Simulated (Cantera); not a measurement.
Input: 1 mol Si3H8, 910 mol H2, 0.025 mol HCl, at 0.240 bar.

Method: chemical equilibrium by Gibbs-energy minimisation in Cantera with the NASA 1993 tables (ideal gas, pure condensed phases). Candidate condensed phases: Si; 19 gas species. The feed counts by its element totals alone. Gases not in the tables: Si2H6 and higher silanes. Equilibrium is a limit: real reactors are often held back by kinetics, nucleation or transport.

log p: log10 of the partial pressure in bar; n: condensed amount in mol.

```json
[
 {"T (K)": "1250", "log p H2": "-0.62", "log p H": "___", "log p HCl": "-5.18", "log p SiH2": "-8.12", "n Si(s)": "3.00", "n Si(l)": "0"},
 {"T (K)": "1300", "log p H2": "-0.62", "log p H": "___", "log p HCl": "-5.18", "log p SiH2": "-7.74", "n Si(s)": "3.00", "n Si(l)": "0"},
 {"T (K)": "1350", "log p H2": "-0.62", "log p H": "___", "log p HCl": "-5.18", "log p SiH2": "-7.38", "n Si(s)": "3.00", "n Si(l)": "0"},
 {"T (K)": "1400", "log p H2": "-0.62", "log p H": "___", "log p HCl": "-5.18", "log p SiH2": "-7.04", "n Si(s)": "3.00", "n Si(l)": "0"},
 {"T (K)": "1450", "log p H2": "-0.62", "log p H": "___", "log p HCl": "-5.18", "log p SiH2": "-6.73", "n Si(s)": "3.00", "n Si(l)": "0"},
 {"T (K)": "1500", "log p H2": "-0.62", "log p H": "___", "log p HCl": "-5.18", "log p SiH2": "-6.44", "n Si(s)": "3.00", "n Si(l)": "0"},
 {"T (K)": "1550", "log p H2": "-0.62", "log p H": "___", "log p HCl": "-5.18", "log p SiH2": "-6.17", "n Si(s)": "3.00", "n Si(l)": "0"},
 {"T (K)": "1600", "log p H2": "-0.62", "log p H": "___", "log p HCl": "-5.18", "log p SiH2": "-5.92", "n Si(s)": "2.99", "n Si(l)": "0"},
 {"T (K)": "1650", "log p H2": "-0.62", "log p H": "___", "log p HCl": "-5.18", "log p SiH2": "-5.68", "n Si(s)": "2.99", "n Si(l)": "0"},
 {"T (K)": "1700", "log p H2": "-0.62", "log p H": "___", "log p HCl": "-5.18", "log p SiH2": "-5.47", "n Si(s)": "0", "n Si(l)": "2.98"},
 {"T (K)": "1750", "log p H2": "-0.62", "log p H": "___", "log p HCl": "-5.18", "log p SiH2": "-5.30", "n Si(s)": "0", "n Si(l)": "2.97"}
]
```

Question: Fill in the missing entries.

Answer: 
- 1250, log p H: -6.63
- 1300, log p H: -6.27
- 1350, log p H: -5.93
- 1400, log p H: -5.62
- 1450, log p H: -5.33
- 1500, log p H: -5.06
- 1550, log p H: -4.81
- 1600, log p H: -4.57
- 1650, log p H: -4.35
- 1700, log p H: -4.14
- 1750, log p H: -3.94
